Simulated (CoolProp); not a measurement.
A closed Brayton cycle with carbon dioxide: compressor inlet 319.15 K and 7.9 MPa, high pressure 17 MPa, turbine inlet 695 K, compressor efficiency 0.85, turbine efficiency 0.9, recuperator effectiveness 0.95 (on enthalpy, no pinch check). Each further row changes one setting.

The numbers come from the reference Helmholtz-energy equation of state, Span 1996 in CoolProp.

| case | thermal efficiency (%) | net work (kJ/kg) | compressor to turbine work | compressor exit (K) | turbine exit (K) |
|---|---|---|---|---|---|
| as stated | 29.4 | 48.6 | 0.42 | 381.0 | 611.8 |
| turbine inlet 645 K | 26.6 | [?] | [?] | 381.0 | 565.0 |
| compressor inlet 329.15 K | 28.1 | [?] | [?] | [?] | 611.8 |
| high pressure 14.4 MPa | 28.6 | 40.1 | [?] | [?] | 629.5 |
| recuperator effectiveness 0.5 | [?] | 48.6 | 0.42 | 381.0 | 611.8 |

Q: Some entries are withheld; supply them.

A: 
- turbine inlet 645 K, net work (kJ/kg): 41.3
- turbine inlet 645 K, compressor to turbine work: 0.46
- compressor inlet 329.15 K, net work (kJ/kg): 43.2
- compressor inlet 329.15 K, compressor to turbine work: 0.49
- compressor inlet 329.15 K, compressor exit (K): 396.2
- high pressure 14.4 MPa, compressor to turbine work: 0.40
- high pressure 14.4 MPa, compressor exit (K): 367.3
- recuperator effectiveness 0.5, thermal efficiency (%): 17.1
